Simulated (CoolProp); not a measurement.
Values from CoolProp's reference Helmholtz-energy equation of state, Bücker 2006.

Task: Give the vapour pressure (MPa), enthalpy of vaporisation (kJ/kg), liquid cp (kJ/(kg K)) of saturated ethane at 184.4, 196.2, 231.6 K.

Result: 
```
T (K)  p (MPa)  enthalpy of vaporisation (kJ/kg)  liquid cp (kJ/(kg K))
-----  -------  --------------------------------  ---------------------
184.4    0.100                               490                   2.44
196.2    0.182                               473                   2.49
231.6    0.739                               414                   2.75
```
